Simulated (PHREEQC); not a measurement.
0.097 g of hydrous ferric oxide (600 m²/g; 0.2 weak and 0.005 strong sites per Fe, Dzombak-Morel constants, diffuse double layer) in 1 kg of water with 0.05 mol/kgw of an inert sodium salt and 5e-06 mol/kgw CuCl2 and 0.00043 mol/kgw NaH2PO4, at 25 °C; the pH is set by adding NaOH or the inert anion's acid. O2 is buffered at 0.21 atm. The system is closed to CO2. Precipitation was switched off in this run.

Base run: PHREEQC, ion-association model, wateq4f.dat. Each further column changes one thing. The table gives Cu sorbed (%).

```
pH     base  no electrostatic term (-no_edl)  background salt from 0.05 to 0.005 mol/kgw  oxide from 0.097 to 0.48 g/kgw  8.6e-05 mol/kgw CuSO4 added
----  -----  -------------------------------  ------------------------------------------  ------------------------------  ---------------------------
4       1.0                              1.1                                         1.6                             5.2                          0.9
4.5     8.9                              9.0                                        12.6                            33.5                          3.9
5.5    79.2                             78.4                                        84.1                            97.6                         24.2
6      96.7                             95.5                                        97.8                            99.7                         63.3
6.5    99.7                             99.2                                        99.8                           100.0                         91.0
7.5   100.0                             99.8                                       100.0                           100.0                         99.4
8     100.0                             99.6                                       100.0                           100.0                         99.5
8.5   100.0                             98.7                                       100.0                           100.0                         99.3
9.5    99.8                             82.5                                        99.9                           100.0                         96.9
10     99.7                             50.8                                        99.8                           100.0                         91.8
10.5   99.4                             14.4                                        99.7                            99.9                         83.7
11.5   97.2                              0.2                                        99.1                            99.7                         63.6
12     90.0                              0.0                                        96.9                            98.8                         45.0
```

H3PO4, which wateq4f.dat lacks, is added to it with the constant of phreeqc.dat. The database has no phosphate complexes of Cu. The database's constant for dissolved Cu(OH)2 is higher than later reviews accept. In at least one series the solution becomes supersaturated in solids that the run did not let form, among them Cu(OH)2.
